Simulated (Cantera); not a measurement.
Charge: 1 mol PbO, a varied amount of H₂, at 973 K and 1.00 bar.

Cantera equilibrium calculation (NASA polynomials, part measured and part estimated; ideal gas, pure solids and liquids). Candidate condensed phases: H₂O, Pb, PbO, PbO₂, Pb₃O₄; 12 gas species. The numbers say what is thermodynamically allowed, not how fast it happens.

x: gas mole fraction; n: condensed amount in mol.

| n(H₂) (mol) | x H₂O | x H₂ | x Pb | x PbO | n Pb(l) | n PbO(yellow) |
|---|---|---|---|---|---|---|
| 0.16 | 1.000 | 0.000133 | 8.75e-6 | 1.21e-7 | 0.160 | 0.840 |
| 0.39 | 1.000 | 0.000133 | 8.75e-6 | 1.21e-7 | 0.390 | 0.610 |
| 0.62 | 1.000 | 0.000133 | 8.75e-6 | 1.21e-7 | 0.620 | 0.380 |
| 0.85 | 1.000 | 0.000133 | 8.75e-6 | 1.21e-7 | 0.850 | 0.150 |
| 1.1 | 0.909 | 0.0909 | 8.75e-6 | … | 1.000 | 0 |
| 1.3 | 0.769 | 0.231 | 8.75e-6 | … | 1.000 | 0 |
| 1.5 | 0.667 | 0.333 | 8.75e-6 | … | 1.000 | 0 |
| 1.8 | 0.556 | 0.444 | 8.75e-6 | … | 1.000 | 0 |
| 2 | 0.500 | 0.500 | 8.75e-6 | … | 1.000 | 0 |
| 2.2 | 0.455 | 0.545 | 8.75e-6 | … | 1.000 | 0 |
| 2.5 | 0.400 | 0.600 | 8.75e-6 | … | 1.000 | 0 |
| 2.7 | 0.370 | 0.630 | 8.75e-6 | … | 1.000 | 0 |

Q: Some entries are withheld; supply them.

A: 
- 1.1, x PbO: 1.61e-10
- 1.3, x PbO: 5.38e-11
- 1.5, x PbO: 3.23e-11
- 1.8, x PbO: 2.02e-11
- 2, x PbO: 1.61e-11
- 2.2, x PbO: 1.34e-11
- 2.5, x PbO: 1.08e-11
- 2.7, x PbO: 9.49e-12
